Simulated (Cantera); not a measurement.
Input (Python, Cantera):

```python
import numpy as np
import cantera as ct

gas = ct.Solution("gri30.yaml")
gas.TPX = 1750, 100000, {'CO': 1, 'H2': 0.044, 'CH4': 0.25, 'O2': 0.601, 'N2': 2.26}
reactor = ct.IdealGasConstPressureReactor(gas, energy="on", clone=False)
net = ct.ReactorNet([reactor])
net.rtol, net.atol = 1e-08, 1e-16
show = ['CO', 'H2', 'CH4', 'HCN', 'H', 'NO', 'CH2O']
times = np.geomspace(1e-05, 0.4, 11)

steps = ct.SolutionArray(gas, extra=["t"])
rows = []
print(f"{'t/s':>10s}{'T/K':>9s}{'P/Pa':>11s}" + "".join(f"{s:>11s}" for s in show))
for t in times:
    while net.time < t:
        t_next = net.step()
        steps.append(gas.state, t=t_next)
    rows.append([np.interp(t, steps.t, y) for y in (steps.T, steps.P, *steps(*show).X.T)])
    print(f"{t:10.3e}{rows[-1][0]:9.1f}{rows[-1][1]:11.4g}" + "".join(f"{x:11.3e}" for x in rows[-1][2:]))
rate = np.gradient(steps.T, steps.t)
print("integrator steps:", len(steps.t))
if steps.T.max() > steps.T[0] + 200:
    print(f"time of steepest temperature rise: {steps.t[rate.argmax()]:.4e} s")
gas.TPX = 1750, 100000, {'CO': 1, 'H2': 0.044, 'CH4': 0.25, 'O2': 0.601, 'N2': 2.26}
gas.equilibrate("HP")
print(f"equilibrium (HP): T = {gas.T:.1f} K  " + "  ".join(f"{s} {gas[s].X[0]:.3e}" for s in show))
```

Output:

```
       t/s      T/K       P/Pa         CO         H2        CH4        HCN          H         NO       CH2O
 1.000e-05   1749.9      1e+05  2.407e-01  1.060e-02  6.009e-02  3.580e-14  1.557e-06  2.158e-12  4.172e-06
 2.885e-05   1750.0      1e+05  2.406e-01  1.062e-02  5.976e-02  7.241e-13  4.925e-06  1.313e-11  5.059e-05
 8.326e-05   1772.7      1e+05  2.401e-01  1.250e-02  5.279e-02  8.211e-10  1.036e-04  6.710e-10  1.096e-03
 2.402e-04   2673.3      1e+05  2.055e-01  2.730e-02  6.463e-15  6.557e-10  2.631e-02  4.596e-04  1.447e-09
 6.931e-04   2854.1      1e+05  2.020e-01  2.590e-02  2.923e-14  7.609e-09  1.663e-02  2.824e-03  2.064e-09
 2.000e-03   2853.8      1e+05  2.025e-01  2.620e-02  3.340e-14  1.381e-08  1.606e-02  5.818e-03  2.139e-09
 5.771e-03   2852.5      1e+05  2.027e-01  2.627e-02  3.378e-14  1.487e-08  1.602e-02  6.368e-03  2.146e-09
 1.665e-02   2852.5      1e+05  2.027e-01  2.627e-02  3.378e-14  1.487e-08  1.602e-02  6.370e-03  2.146e-09
 4.804e-02   2852.5      1e+05  2.027e-01  2.627e-02  3.378e-14  1.487e-08  1.602e-02  6.370e-03  2.146e-09
 1.386e-01   2852.5      1e+05  2.027e-01  2.627e-02  3.378e-14  1.487e-08  1.602e-02  6.370e-03  2.146e-09
 4.000e-01   2852.5      1e+05  2.027e-01  2.627e-02  3.378e-14  1.487e-08  1.602e-02  6.370e-03  2.146e-09
integrator steps: 1580
time of steepest temperature rise: 1.1552e-04 s
equilibrium (HP): T = 2852.5 K  CO 2.027e-01  H2 2.627e-02  CH4 4.331e-14  HCN 1.487e-08  H 1.602e-02  NO 6.370e-03  CH2O 2.146e-09
```

Cantera simulation using GRI-Mech 3.0 (53 species, 325 reactions); the numbers are that mechanism's predictions, not measurements.
